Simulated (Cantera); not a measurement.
Charge: 1 mol SiH₄, 2 mol NH₃, 8.3 mol H₂, 1.9 mol N₂, equilibrated at 1000 Pa.

Cantera equilibrium calculation (NASA polynomials, part measured and part estimated; ideal gas, pure solids and liquids). Candidate condensed phases: Si, Si₃N₄; 18 gas species. The tables' values for SiN are old estimates; treat these amounts as uncertain. Gases not in the tables: Si₂H₆ and higher silanes. The numbers say what is thermodynamically allowed, not how fast it happens.

Q: At 1875 K, list the 4 most abundant gas species with their mole fractions, and the condensed phases.

A: H₂ 0.815, N₂ 0.178, H 0.00592, Si 0.000906. Condensed: Si(l).
